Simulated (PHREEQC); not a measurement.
Make-up at 84 °C: 1.1 mol/kgw MgSO4. Closed to the air; pH follows from the charge balance.

The numbers come from PHREEQC with the Pitzer model, pitzer.dat.

### Question
The ionic strength comes out as 4.40 mol/kgw. What activity coefficients do MgOH+, HSO4-, OH-, H+, Mg+2 get?

### Answer
MgOH+ 0.31, HSO4- 0.71, OH- 0.17, H+ 0.44, Mg+2 0.058. Single-ion values are on the MacInnes scale.

No solid was allowed to form. At this temperature some constants are extrapolated from 25 °C, and those without enthalpy data are left unchanged.
